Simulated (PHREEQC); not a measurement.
## Leach liquor

Solution (25 °C): 0.25 mol HCl, 0.00056 mol ZnSO4 and 0.033 mol MgSO4 per kg of water. Closed to the air; pH follows from the charge balance.

Model: ion-association model, phreeqc.dat, run in PHREEQC.

Each row changes one thing in this solution. Precipitation was switched off in this run.

```tsv
case	pH	ionic strength (mol/kgw)	Mg+2 (mol/kgw)	HSO4- (mol/kgw)	SO4-2 (mol/kgw)	MgSO4 (mol/kgw)
as made	0.76	0.322	0.0306	0.0265	0.00468	0.00237
0.002 mol/kgw H4SiO4 added	0.76	0.322	0.0306	0.0265	0.00468	0.00237
temperature from 25 to 40 °C	0.76	0.319	0.0306	0.0275	0.00356	0.00245
0.02 mol/kgw Ca(OH)2 added	0.84	0.337	0.0305	0.0235	0.00512	0.00251
HCl from 0.25 to 0.375 mol/kgw	0.57	0.446	0.0314	0.0283	0.00371	0.00157
diluted 100-fold with water	2.64	0.00369	0.000318	5.04e-5	(withheld)	1.21e-5
ZnSO4 replaced by ZnCl2 at the same molality	0.76	0.322	0.0307	(withheld)	0.00460	0.00233
```

**Question.** Fill in the missing entries.

**Answer.** 
- diluted 100-fold with water, SO4-2 (mol/kgw): 0.000273
- ZnSO4 replaced by ZnCl2 at the same molality, HSO4- (mol/kgw): 0.0260

Some of these states are supersaturated (in Quartz (slow to form), Chalcedony (slow to form), for instance). Away from 25 °C the constants follow the database's enthalpies or fits; those with neither stay at their 25 °C values.
